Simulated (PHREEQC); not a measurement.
0.028 g of hydrous ferric oxide (600 m²/g; 0.2 weak and 0.005 strong sites per Fe, Dzombak-Morel constants, diffuse double layer) in 1 kg of water with 0.01 mol/kgw of an inert sodium salt, at 25 °C; the pH is set by adding NaOH or the inert anion's acid. Oxygen alone is held at its pressure in air (log pO2 = -0.68). No CO2 enters from the air. Precipitation was switched off in this run.

The numbers come from PHREEQC with the ion-association model, wateq4f.dat.

| pH | surface charge σ (C/m²) | surface potential ψ (mV) |
|---|---|---|
| 3 | 0.324 | 203 |
| 3.5 | 0.275 | 197 |
| 4 | 0.216 | 185 |
| 4.5 | [?] | 170 |
| 5 | 0.113 | [?] |
| 5.5 | 0.077 | 132 |
| 6 | [?] | [?] |
| 6.5 | [?] | [?] |
| 7 | [?] | 61 |
| 7.5 | 0.008 | 34 |
| 8 | 0.001 | 6 |
| 8.5 | -0.005 | -22 |
| 9 | -0.013 | -49 |

Task: What belongs in the gaps?

Result: 
- 4.5, surface charge σ (C/m²): 0.160
- 5, surface potential ψ (mV): 152
- 6, surface charge σ (C/m²): 0.049
- 6, surface potential ψ (mV): 110
- 6.5, surface charge σ (C/m²): 0.030
- 6.5, surface potential ψ (mV): 86
- 7, surface charge σ (C/m²): 0.017

The oxide is taken as insoluble; below pH 4 it would dissolve.
